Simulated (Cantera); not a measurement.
What does this Cantera script print?

```python
import numpy as np
import cantera as ct

gas_names = """
    AL ALCL ALCL2 ALCL3 ALH ALN AL2 AL2CL6 CL CL2 H HCL H2 N NH NH2 NH3 N2 N2H2 N2H4
""".split()
cond_names = """
    AL(cr) AL(L) ALCL3(s) ALCL3(L) ALN(s) NH4CL(a) NH4CL(b)
""".split()


# ... load() reads the species with a 1 bar reference pressure and builds the phases ...
atoms = {
    'AlN': {'AL': 1, 'N': 1},
    'HCl': {'H': 1, 'CL': 1},
    'N2': {'N': 2},
}
top_T = {'ALN(s)': 2750}  # K; cautious upper limits of use, not melting points


# ... equilibrate(T, P, feed) seeds the gas with the atoms and calls Mixture.equilibrate('TP', solver="vcs", rtol=1e-11, max_steps=5000) ...
results = []
feed = {'AlN': 1, 'HCl': 3.6, 'N2': 10}  # mol
P = 1.6  # Pa
for T in [750, 950, 1150, 1350, 1550, 1750, 1950]:
    mix = equilibrate(T, P, feed)
    results.append((T, P, feed, dict(zip(mix.species_names, mix.species_moles))))
    x = sorted(zip(gas.X, gas.species_names), reverse=True)
    print(f"T = {T:g} K  P = {P:g} Pa  gas = {mix.phase_moles(0):.4g} mol")
    print("   x: " + "  ".join(f"{s} {v:.3e}" for v, s in x if v > 0.0001))
    print("   condensed (mol): " + ("  ".join(f"{mix.phase(i).name} {mix.phase_moles(i):.4g}"
          for i in range(1, mix.n_phases) if mix.phase_moles(i) > 1e-12) or "none"))
```

It prints:

```
T = 750 K  P = 1.6 Pa  gas = 13.6 mol
   x: N2 7.682e-01  H2 9.886e-02  HCL 6.699e-02  ALCL3 6.590e-02
   condensed (mol): ALN(s) 0.1037
T = 950 K  P = 1.6 Pa  gas = 13.6 mol
   x: N2 7.696e-01  H2 1.028e-01  ALCL3 6.854e-02  HCL 5.906e-02
   condensed (mol): ALN(s) 0.06766
T = 1150 K  P = 1.6 Pa  gas = 13.63 mol
   x: N2 7.694e-01  H2 1.052e-01  ALCL3 6.858e-02  HCL 5.378e-02  ALCL2 1.532e-03  ALCL 1.511e-03
   condensed (mol): ALN(s) 0.02366
T = 1350 K  P = 1.6 Pa  gas = 14.04 mol
   x: N2 7.476e-01  HCL 1.054e-01  H2 7.537e-02  ALCL3 3.566e-02  ALCL 2.736e-02  ALCL2 8.179e-03  CL 1.906e-04  H 1.636e-04
   condensed (mol): none
T = 1550 K  P = 1.6 Pa  gas = 14.51 mol
   x: N2 7.235e-01  HCL 1.562e-01  ALCL 5.622e-02  H2 4.510e-02  ALCL2 7.009e-03  ALCL3 5.668e-03  CL 4.623e-03  H 1.672e-03
   condensed (mol): none
T = 1750 K  P = 1.6 Pa  gas = 14.9 mol
   x: N2 7.049e-01  HCL 1.415e-01  ALCL 6.451e-02  H2 4.399e-02  CL 3.026e-02  H 1.220e-02  ALCL2 2.284e-03  ALCL3 2.832e-04
   condensed (mol): none
T = 1950 K  P = 1.6 Pa  gas = 15.73 mol
   x: N2 6.674e-01  CL 8.390e-02  HCL 8.161e-02  ALCL 6.227e-02  H 5.988e-02  H2 4.366e-02  AL 7.734e-04  ALCL2 5.040e-04
   condensed (mol): none
```

These are equilibrium values from Cantera (NASA tables, ideal gas, pure condensed phases), not measurements of a reactor. The tables' values for AlCl2 are old estimates; treat these amounts as uncertain.
